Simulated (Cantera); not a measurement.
A closed system holds: 1 mol CuO, 9.3 mol CO, 1.4 mol N₂, equilibrated at 13.3 mbar.

Cantera equilibrium calculation (NASA polynomials, part measured and part estimated; ideal gas, pure solids and liquids). Candidate condensed phases: C, Cu, CuO, Cu₂O; 27 gas species. Equilibrium is a limit: real reactors are often held back by kinetics, nucleation or transport.

log p: log10 of the partial pressure in bar; n: condensed amount in mol.

| T (°C) | log p CO | log p N₂ | log p CO₂ | log p Cu | log p O | n Cu(s) | n Cu(l) |
|---|---|---|---|---|---|---|---|
| 1027 | -1.99 | -2.76 | -2.90 | -6.80 | <-13 | 1.000 | 0 |
| 1127 | -1.99 | -2.76 | -2.90 | -5.87 | -12.95 | 0 | 0.999 |
| 1227 | -1.99 | -2.76 | -2.90 | ___ | ___ | 0 | 0.993 |
| 1327 | -1.99 | -2.76 | -2.91 | -4.40 | -10.46 | 0 | 0.968 |
| 1427 | -1.99 | -2.76 | -2.91 | -3.80 | -9.43 | 0 | 0.871 |
| 1527 | -2.00 | -2.78 | -2.92 | -3.27 | -8.52 | 0 | 0.545 |
| 1627 | -2.02 | -2.80 | -2.94 | -2.94 | -7.71 | 0 | 0 |
| 1727 | -2.02 | -2.80 | -2.94 | -2.94 | -6.97 | 0 | 0 |
| 1827 | -2.02 | -2.80 | -2.94 | -2.94 | -6.31 | 0 | 0 |
| 1927 | -2.02 | -2.80 | -2.94 | -2.94 | ___ | 0 | 0 |
| 2027 | -2.02 | -2.80 | -2.95 | -2.94 | -5.16 | 0 | 0 |
| 2127 | -2.02 | -2.80 | -2.96 | -2.94 | -4.67 | 0 | 0 |
| 2227 | -2.02 | -2.80 | -2.99 | -2.95 | -4.24 | 0 | 0 |

Q: Fill in the missing entries.

A: 
- 1227, log p Cu: -5.08
- 1227, log p O: -11.62
- 1927, log p O: -5.71
